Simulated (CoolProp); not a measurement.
CF4 (R14) at 349.44 K and 0.182 MPa is throttled through a valve to 0.075 MPa with no heat exchange. Each further row changes one setting.

Computed with CoolProp (reference Helmholtz-energy equation of state, Platzer 1990). This equation is an older, rougher fit.

| case | temperature change (K) | final density (kg/m³) |
|---|---|---|
| as stated | -0.4 | 2.28 |
| outlet pressure 0.0225 MPa | -0.6 | 0.683 |
| outlet pressure 0.0975 MPa | -0.3 | 2.96 |
